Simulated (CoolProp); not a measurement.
Vapour-liquid equilibrium of R1234yf (1) + R227EA (2) at 0.000679 MPa; x and y are mole fractions of (1).

Values from CoolProp's multi-fluid Helmholtz-energy mixture model, Lemmon 2022 and Lemmon 2016; pair parameters Bell 2016.

Task: Give the bubble temperature and the first vapour's composition at x = 0.05, 0.65, 0.95. Is there an azeotrope?

Result: x = 0.05: 180.2 K, y = 0.145; x = 0.65: 172.4 K, y = 0.858; x = 0.95: 170.1 K, y = 0.984. No azeotrope shows between x = 0.05 and 0.95.

The pair parameters rest on a limited set of measurements; away from them the model extrapolates.
